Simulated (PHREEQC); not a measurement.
Make-up at 25 °C: 63 mmol/kgw Na2HPO4. Closed to the air; pH follows from the charge balance.

The numbers come from PHREEQC with the ion-association model, wateq4f.dat.

Each row changes one thing in this solution. Precipitation was switched off in this run.

| case | pH | ionic strength (mol/kgw) | Na+ (mol/kgw) | HPO4-2 (mol/kgw) | NaHPO4- (mol/kgw) | H2PO4- (mol/kgw) |
|---|---|---|---|---|---|---|
| as made | 9.24 | 0.181 | 0.122 | 0.0583 | 0.00425 | 0.000222 |
| 0.0016 mol/kgw KHCO3 added | 9.01 | 0.182 | 0.122 | 0.0582 | 0.00423 | 0.000378 |
| Na2HPO4 from 0.063 to 0.0063 mol/kgw | 9.30 | 0.0187 | 0.0125 | 0.00617 | 8.87e-5 | 3.36e-5 |
| 0.013 mol/kgw NaHCO3 added | 8.60 | 0.192 | 0.134 | 0.0575 | 0.00451 | 0.000930 |
| Na2HPO4 from 0.063 to 0.0126 mol/kgw | 9.34 | 0.0372 | 0.0249 | 0.0122 | 0.000297 | 5.42e-5 |

Species that the database lacks are ignored. H3PO4, which wateq4f.dat lacks, is added to it with the constant of phreeqc.dat.
